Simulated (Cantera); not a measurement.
# Gas-phase reforming

A perfectly stirred reactor is fed with 23.3 % CH4, 76.7 % H2O, at 14000 Pa; it is held at 2150 K, and followed from long to short residence time.

Model: GRI-Mech 3.0 (53 species, 325 reactions), integrated in Cantera.

```csv
τ (s),x CH4,x H2O,x C2H6,x CH2,x O2,x O,x HCO
1.8,8.73e-5,0.344,1.70e-10,3.61e-7,1.65e-6,5.53e-6,4.92e-8
0.78,0.000245,0.345,1.18e-9,8.58e-7,1.38e-6,4.64e-6,6.64e-8
0.34,0.000617,0.346,6.93e-9,1.95e-6,1.24e-6,4.16e-6,1.08e-7
0.15,0.00140,0.348,3.42e-8,4.19e-6,1.18e-6,3.91e-6,1.94e-7
0.066,0.00295,0.354,1.46e-7,8.43e-6,1.15e-6,3.73e-6,3.59e-7
0.029,0.00569,0.369,5.25e-7,1.56e-5,1.15e-6,3.54e-6,6.40e-7
0.013,0.00990,0.398,1.53e-6,2.58e-5,1.20e-6,3.32e-6,1.06e-6
0.0055,0.0166,0.449,4.10e-6,4.03e-5,1.32e-6,3.05e-6,1.69e-6
0.0024,0.0262,0.512,9.58e-6,5.70e-5,1.46e-6,2.77e-6,2.49e-6
0.0011,0.0402,0.571,2.02e-5,7.38e-5,1.53e-6,2.52e-6,3.33e-6
```
x: mole fraction; the columns are a selection and need not sum to one.
